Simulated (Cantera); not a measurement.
Input: 1 mol Al(CH₃)₃, 20 mol O₂, a varied amount of N₂, held at 1275 K and 0.980 bar.

Equilibrium computed with Cantera from the NASA thermochemical tables; the gas is ideal and each condensed phase is pure. Candidate condensed phases: Al, AlN, Al₂O₃, C, C₆H₆, C₇H₈, C₈H₁₈, H₂O; 148 gas species. The feed counts by its element totals alone. Kinetics and transport are ignored.

x: gas mole fraction; n: condensed amount in mol.

| n(N₂) (mol) | x N₂ | x O₂ | x H₂O | x CO₂ | n Al₂O₃(s) |
|---|---|---|---|---|---|
| 21 | 0.494 | 0.329 | 0.106 | 0.0706 | 0.500 |
| 30 | 0.582 | 0.272 | 0.0874 | 0.0583 | 0.500 |
| 41 | 0.656 | 0.224 | 0.0720 | 0.0480 | 0.500 |
| 57 | 0.726 | 0.178 | 0.0573 | 0.0382 | 0.500 |
| 80 | 0.788 | ___ | ___ | ___ | 0.500 |
| 110 | 0.836 | 0.106 | 0.0342 | 0.0228 | 0.500 |
| 150 | 0.875 | 0.0815 | 0.0262 | 0.0175 | 0.500 |
| 210 | 0.907 | 0.0604 | 0.0194 | 0.0130 | 0.500 |
| 300 | 0.933 | 0.0435 | 0.0140 | 0.00933 | 0.500 |
| 410 | 0.950 | ___ | ___ | ___ | 0.500 |
| 570 | 0.964 | 0.0236 | 0.00761 | 0.00507 | 0.500 |
| 790 | 0.973 | 0.0172 | 0.00554 | 0.00370 | 0.500 |

Fill in the missing entries.


- 410, x O₂: 0.0324
- 410, x H₂O: 0.0104
- 410, x CO₂: 0.00695
- 80, x O₂: 0.138
- 80, x H₂O: 0.0443
- 80, x CO₂: 0.0296
